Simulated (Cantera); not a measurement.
A closed system holds: 1 mol TEOS, 8.2 mol O₂, 5.8 mol N₂, equilibrated at 850 K and 180 Torr.

These are equilibrium values from Cantera (NASA tables, ideal gas, pure condensed phases), not measurements of a reactor. Candidate condensed phases: C, C₆H₆, C₇H₈, C₈H₁₈, H₂O, Si, SiC, SiO₂, Si₂N₂O, Si₃N₄; 151 gas species. The feed counts by its element totals alone. Kinetics and transport are ignored.

Base state: N₂ 0.244, CO₂ 0.244, H₂ 0.223, H₂O 0.195, CO 0.0915, CH₄ 0.00132, NH₃ 2.32e-5 (mole fractions); condensed: SiO₂(β-quartz).

Problem. What changes in the equilibrium state with this change: TEOS replaced by Si₂H₆?

Solution. 
| species | before | after |
|---|---|---|
| N₂ | 0.244 | 0.430 |
| O₂ | <1e-9 | 0.348 |
| H₂O | 0.195 | 0.222 |
| CO₂ | 0.244 | 0 |
| H₂ | 0.223 | <1e-9 |
| CO | 0.0915 | 0 |
| CH₄ | 0.00132 | 0 |
| NH₃ | 2.32e-5 | <1e-9 |
| SiO₂(β-quartz), mol | 1.00 | 2.00 |
